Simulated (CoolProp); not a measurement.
A single-stage vapour-compression cycle with vinyl chloride: evaporating at 236.15 K (dew point), condensing at 266.15 K (bubble point), superheat 5 K, subcooling 5 K, compressor efficiency 0.8, no pressure losses. Each further row changes one setting.

Model: reference Helmholtz-energy equation of state, Thol 2022, in CoolProp.

```csv
case,cooling COP,pressure ratio,discharge temperature (K),refrigerating effect (kJ/kg),volumetric capacity (kJ/m³)
as stated,5.77,3.79,314.9,341,378
evaporating temperature 241.15 K,[?],[?],306.3,[?],481
condensing temperature 261.15 K,7.03,3.11,303.7,348,386
subcooling 10 K,[?],3.79,314.9,348,386
superheat 15 K,[?],3.79,325.9,348,[?]
compressor efficiency 0.7,[?],3.79,[?],341,378
```

Q: What belongs in the gaps?

A: 
- evaporating temperature 241.15 K, cooling COP: 7.20
- evaporating temperature 241.15 K, pressure ratio: 2.96
- evaporating temperature 241.15 K, refrigerating effect (kJ/kg): 344
- subcooling 10 K, cooling COP: 5.89
- superheat 15 K, cooling COP: 5.67
- superheat 15 K, volumetric capacity (kJ/m³): 370
- compressor efficiency 0.7, cooling COP: 5.05
- compressor efficiency 0.7, discharge temperature (K): 324.1
